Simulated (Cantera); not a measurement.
Cantera run:

```python
import numpy as np
import cantera as ct

gas_names = """
    Cr CrO CrO2 CrO3 H HO2 H2 H2O H2O2 O OH O2 O3
""".split()
cond_names = """
    Cr(cr) Cr(L) Cr2O3(s) Cr2O3(L) H2O(s) H2O(L)
""".split()


# ... load() reads the species with a 1 bar reference pressure and builds the phases ...
atoms = {
    'Cr': {'Cr': 1},
    'H2O': {'H': 2, 'O': 1},
    'H2': {'H': 2},
}
top_T = {}  # K; cautious upper limits of use, not melting points


# ... equilibrate(T, P, feed) seeds the gas with the atoms and calls Mixture.equilibrate('TP', solver="vcs", rtol=1e-11, max_steps=5000) ...
results = []
feed = {'Cr': 1, 'H2O': 0.83, 'H2': 45}  # mol
P = 0.26  # Pa
for T in [1000, 1100, 1200, 1300, 1400, 1500, 1600, 1700, 1800, 1900, 2000, 2100]:
    mix = equilibrate(T, P, feed)
    results.append((T, P, feed, dict(zip(mix.species_names, mix.species_moles))))

top = {s: max(r[3][s] / sum(r[3][g] for g in gas_names) for r in results) for s in gas_names}
cols = sorted((s for s in top if top[s] > 1e-05), key=lambda s: -top[s])[:5]
seen = [c for c in cond_names if any(r[3].get(c, 0) > 1e-12 for r in results)]
print("log10 of partial pressures in bar; condensed amounts in mol")
print(f"{'T/K':>10s}" + "".join(f"{s[:9]:>10s}" for s in cols + seen))
for T, P, feed, n in results:
    ng = sum(n[g] for g in gas_names)
    print(f"{T:10.4g}" + "".join(f"{np.log10(max(n[s] / ng * P / 1e5, 1e-99)):10.3f}" for s in cols)
          + "".join(f"{n.get(c, 0):10.4g}" for c in seen))
```

Result:

```
log10 of partial pressures in bar; condensed amounts in mol
       T/K        H2         H        Cr       H2O         O    Cr(cr)  Cr2O3(s)
      1000    -5.585   -11.437   -13.032   -10.669   -24.946    0.4469    0.2765
      1100    -5.585   -10.380   -11.171   -10.070   -21.968    0.4475    0.2762
      1200    -5.585    -9.497    -9.626    -9.574   -19.485    0.4456    0.2751
      1300    -5.586    -8.749    -8.322    -9.157   -17.385    0.3708    0.2726
      1400    -5.591    -8.109    -7.571    -8.565   -15.343         0    0.2604
      1500    -5.599    -7.554    -7.426    -7.722   -13.237         0    0.1623
      1600    -5.617    -7.073    -7.266    -7.348   -11.748         0         0
      1700    -5.642    -6.653    -7.278    -7.362   -10.767         0         0
      1800    -5.698    -6.295    -7.305    -7.395    -9.880         0         0
      1900    -5.814    -6.007    -7.353    -7.468    -9.064         0         0
      2000    -6.023    -5.801    -7.422    -7.643    -8.333         0         0
      2100    -6.347    -5.680    -7.489    -8.104    -7.842         0         0
```

Method: chemical equilibrium by Gibbs-energy minimisation in Cantera with the NASA 1993 tables (ideal gas, pure condensed phases). Mutual solubility and eutectic melting of coexisting phases are not modelled.
